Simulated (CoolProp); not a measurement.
Acetone at several states: fugacity coefficient from the reference equation and from simpler models built on Tc = 235.0 °C, pc = 46.92 bar, ω = 0.307; each cubic takes its own stable root.

Computed with CoolProp (reference Helmholtz-energy equation of state, Lemmon 2006). It is a short technical equation, of lower accuracy than the large ones.

| T (°C) | p (bar) | phase | reference | van der Waals | Redlich-Kwong | Soave-Redlich-Kwong | Peng-Robinson |
|---|---|---|---|---|---|---|---|
| 133.65 | 0.216 | gas | 0.9959 | 0.9977 | 0.9971 | 0.9968 | 0.9966 |
| 141.65 | 7.37 | gas | ___ | ___ | 0.9060 | 0.8975 | 0.8911 |
| 100.15 | 0.692 | gas | 0.9811 | 0.9910 | 0.9881 | 0.9867 | 0.9860 |
| -87.55 | 17.1 | liquid | 3.840e-6 | 0.007337 | 2.478e-5 | 3.165e-6 | 4.100e-6 |
| 213.35 | 6.77 | gas | 0.9345 | ___ | 0.9448 | 0.9435 | 0.9381 |
| 183.55 | 27.1 | liquid | 0.5898 | ___ | ___ | 0.6325 | 0.6146 |

Fill in the missing entries.


- 141.65, reference: 0.8703
- 141.65, van der Waals: 0.9248
- 213.35, van der Waals: 0.9526
- 183.55, van der Waals: 0.7770
- 183.55, Redlich-Kwong: 0.7055

At some of these states van der Waals gives the other phase, because its saturation line lies elsewhere.
